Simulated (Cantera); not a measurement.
## SiHCl₃ + HCl + N₂ (silicon epitaxy and polysilicon growth)

A closed system holds: 1 mol SiHCl₃, 0.052 mol HCl, 8.6 mol N₂, equilibrated at 160000 Pa.

These are equilibrium values from Cantera (NASA tables, ideal gas, pure condensed phases), not measurements of a reactor. Candidate condensed phases: NH₄Cl, Si, Si₃N₄; 28 gas species. N₂ is the only nitrogen source here; it is nearly inert below about 1500 K, so the nitride shown seldom forms there in practice. The tables' values for SiCl₃ are old estimates; treat these amounts as uncertain. The numbers say what is thermodynamically allowed, not how fast it happens.

From 1000 K to 1600 K the condensed part is Si₃N₄(s). The main Si-bearing gas is SiCl₄ throughout.

| T (K) | log p N₂ | log p HCl | log p SiCl₄ | log p H₂ | log p SiCl₃ | log p SiCl₂ | log p SiHCl₃ | log p Cl | n Si₃N₄(s) |
|---|---|---|---|---|---|---|---|---|---|
| 1000 | 0.13 | -0.91 | -1.03 | -1.61 | -4.84 | -7.26 | -3.88 | -8.78 | 0.142 |
| 1050 | 0.13 | -0.90 | -1.03 | -1.64 | -4.42 | -6.56 | -3.75 | -8.22 | 0.143 |
| 1100 | 0.13 | -0.89 | -1.03 | -1.66 | -4.05 | -5.92 | -3.63 | -7.70 | 0.144 |
| 1150 | 0.13 | -0.89 | -1.04 | -1.68 | -3.71 | -5.35 | -3.52 | -7.23 | 0.145 |
| 1200 | 0.13 | -0.88 | -1.04 | -1.69 | -3.40 | -4.82 | -3.42 | -6.80 | 0.145 |
| 1250 | 0.13 | -0.88 | -1.04 | -1.71 | -3.12 | -4.33 | -3.32 | -6.41 | 0.146 |
| 1300 | 0.13 | -0.87 | -1.05 | -1.73 | -2.85 | -3.89 | -3.24 | -6.04 | 0.146 |
| 1350 | 0.13 | -0.87 | -1.05 | -1.74 | -2.61 | -3.48 | -3.16 | -5.70 | 0.146 |
| 1400 | 0.13 | -0.87 | -1.06 | -1.75 | -2.39 | -3.10 | -3.10 | -5.39 | 0.145 |
| 1450 | 0.13 | -0.87 | -1.08 | -1.76 | -2.19 | -2.75 | -3.04 | -5.10 | 0.143 |
| 1500 | 0.13 | -0.87 | -1.10 | -1.77 | -2.01 | -2.43 | -2.98 | -4.83 | 0.139 |
| 1550 | 0.13 | -0.87 | -1.13 | -1.77 | -1.85 | -2.13 | -2.94 | -4.58 | 0.133 |
| 1600 | 0.13 | -0.87 | -1.17 | -1.77 | -1.72 | -1.87 | -2.92 | -4.35 | 0.124 |
log p: log10 of the partial pressure in bar; n: condensed amount in mol.
